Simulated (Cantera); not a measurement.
**Stirred combustor or abatement burner**

A perfectly stirred reactor is fed with 7.54 % CH₄, 0.384 % CO, 17.8 % O₂, 66.8 % N₂, 7.54 % H₂O, at 10.0 bar; it is adiabatic with a 700 K inlet, and is followed from long to short residence time, starting on the burning branch (τ in s: 0.43, 0.11, 0.027, 0.0069, 0.0017, 0.00044, 0.00011, 2.8e-05, 7.1e-06).

Computed with Cantera and GRI-Mech 3.0 (53 species, 325 reactions).

```tsv
τ (s)	T (K)	x CH₄	x CO	x O₂	x OH	x O	x CH₂	x NO
0.43	2243	1.20e-7	0.00131	0.0235	0.00288	0.000173	2.55e-9	0.00376
0.11	2244	4.61e-7	0.00132	0.0240	0.00292	0.000177	9.97e-9	0.00284
0.027	2246	1.82e-6	0.00139	0.0247	0.00300	0.000186	4.05e-8	0.00147
0.0069	2245	6.71e-6	0.00163	0.0253	0.00312	0.000203	1.55e-7	0.000581
0.0017	2237	2.37e-5	0.00243	0.0259	0.00343	0.000252	5.85e-7	0.000232
0.00044	2212	7.10e-5	0.00455	0.0273	0.00408	0.000383	1.90e-6	0.000127
0.00011	2158	0.000211	0.00933	0.0306	0.00495	0.000659	5.59e-6	8.06e-5
2.8e-5	2047	0.000800	0.0198	0.0387	0.00481	0.000900	1.52e-5	3.98e-5
7.1e-6	700	0.0754	0.00384	0.178	<1e-12	<1e-12	<1e-12	<1e-12
```
x: mole fraction; the columns are a selection and need not sum to one.
